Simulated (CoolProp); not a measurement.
Saturation properties of methane.

Values from CoolProp's reference Helmholtz-energy equation of state, Setzmann 1991.

```
T (°C)   p (MPa)  liquid density (kg/m³)  vapour density (kg/m³)  surface tension (mN/m)  liquid viscosity (µPa s)
-------  -------  ----------------------  ----------------------  ----------------------  ------------------------
-174.65  0.02932                   440.9                  0.5831                    15.5                       162
-171.05  0.04258                   436.0                     [?]                    14.8                       147
-167.45  0.06018                   430.9                   1.127                    14.1                       134
-163.85  0.08300                   425.8                   1.513                    13.4                       123
-160.25   0.1120                   420.6                   1.992                    12.7                       114
-156.75   0.1471                     [?]                   2.559                    12.0                       [?]
-153.15   0.1914                   409.9                   3.262                    11.3                      98.1
-149.55      [?]                     [?]                   4.100                    10.6                      91.5
-145.95   0.3093                   398.6                   5.092                    9.93                       [?]
```

Fill in the missing entries.


- -171.05, vapour density (kg/m³): 0.8208
- -156.75, liquid density (kg/m³): 415.4
- -156.75, liquid viscosity (µPa s): 106
- -149.55, p (MPa): 0.2451
- -149.55, liquid density (kg/m³): 404.3
- -145.95, liquid viscosity (µPa s): 85.5

It boils at -161.5 °C under 1 atm.

Viscosity comes from a separate model (Quiñones-Cisneros 2006). Surface tension comes from a separate correlation (Mulero 2012).
